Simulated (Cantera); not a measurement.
A Cantera script and its output.

```python
import numpy as np
import cantera as ct

gas = ct.Solution("gri30.yaml")
gas.TPX = 1050, 120000, {'N2O': 1, 'H2O': 0.012}
reactor = ct.IdealGasConstPressureReactor(gas, energy="off", clone=False)
net = ct.ReactorNet([reactor])
net.rtol, net.atol = 1e-08, 1e-18
show = ['N2O', 'H2O', 'NO', 'H', 'H2O2', 'O']
times = np.geomspace(8e-06, 2, 15)

steps = ct.SolutionArray(gas, extra=["t"])
rows = []
print(f"{'t/s':>10s}{'T/K':>9s}{'P/Pa':>11s}" + "".join(f"{s:>11s}" for s in show))
for t in times:
    while net.time < t:
        t_next = net.step()
        steps.append(gas.state, t=t_next)
    rows.append([np.interp(t, steps.t, y) for y in (steps.T, steps.P, *steps(*show).X.T)])
    print(f"{t:10.3e}{rows[-1][0]:9.1f}{rows[-1][1]:11.4g}" + "".join(f"{x:11.3e}" for x in rows[-1][2:]))
rate = np.gradient(steps.T, steps.t)
print("integrator steps:", len(steps.t))
if steps.T.max() > steps.T[0] + 200:
    print(f"time of steepest temperature rise: {steps.t[rate.argmax()]:.4e} s")
gas.TPX = 1050, 120000, {'N2O': 1, 'H2O': 0.012}
gas.equilibrate("TP")
print(f"equilibrium (TP): T = {gas.T:.1f} K  " + "  ".join(f"{s} {gas[s].X[0]:.3e}" for s in show))
```

Result:

```
       t/s      T/K       P/Pa        N2O        H2O         NO          H       H2O2          O
 8.000e-06   1050.0    1.2e+05  9.881e-01  1.186e-02  3.964e-09  6.363e-15  1.220e-18  7.198e-08
 1.944e-05   1050.0    1.2e+05  9.881e-01  1.186e-02  1.674e-08  5.370e-14  4.654e-17  1.073e-07
 4.723e-05   1050.0    1.2e+05  9.881e-01  1.186e-02  5.550e-08  2.198e-13  1.284e-15  1.200e-07
 1.148e-04   1050.0    1.2e+05  9.881e-01  1.186e-02  1.528e-07  6.133e-13  2.489e-14  1.205e-07
 2.788e-04   1050.0    1.2e+05  9.881e-01  1.186e-02  3.895e-07  1.508e-12  4.134e-13  1.205e-07
 6.775e-04   1050.0    1.2e+05  9.881e-01  1.186e-02  9.642e-07  3.400e-12  8.295e-12  1.205e-07
 1.646e-03   1050.0    1.2e+05  9.881e-01  1.186e-02  2.355e-06  6.995e-12  2.282e-10  1.205e-07
 4.000e-03   1050.0    1.2e+05  9.880e-01  1.186e-02  5.631e-06  1.356e-11  4.221e-09  1.204e-07
 9.719e-03   1050.0    1.2e+05  9.877e-01  1.186e-02  1.267e-05  2.282e-11  2.177e-08  1.202e-07
 2.362e-02   1050.0    1.2e+05  9.872e-01  1.185e-02  2.681e-05  2.630e-11  1.946e-08  1.198e-07
 5.738e-02   1050.0    1.2e+05  9.858e-01  1.185e-02  5.709e-05  2.760e-11  1.047e-08  1.188e-07
 1.394e-01   1050.0    1.2e+05  9.824e-01  1.183e-02  1.288e-04  2.795e-11  6.826e-09  1.161e-07
 3.388e-01   1050.0    1.2e+05  9.743e-01  1.180e-02  3.239e-04  2.692e-11  5.579e-09  1.117e-07
 8.231e-01   1050.0    1.2e+05  9.551e-01  1.173e-02  8.553e-04  2.579e-11  5.914e-09  1.068e-07
 2.000e+00   1050.0    1.2e+05  9.110e-01  1.155e-02  2.144e-03  2.424e-11  6.749e-09  1.015e-07
integrator steps: 884
equilibrium (TP): T = 1050.0 K  N2O 4.800e-09  H2O 7.936e-03  NO 6.105e-05  H 1.596e-14  H2O2 2.591e-11  O 3.533e-10
```

Detailed kinetics in Cantera: GRI-Mech 3.0 (53 species, 325 reactions). GRI-Mech 3.0 was tuned for natural gas; its chemistry of N2O as a main component is partial and can be far from experiment. The mechanism lacks the step 2 NO + O2 → 2 NO2, which can matter for NO2 below about 1400 K. The temperature is held fixed by assumption; the heat of reaction is taken as removed at once.
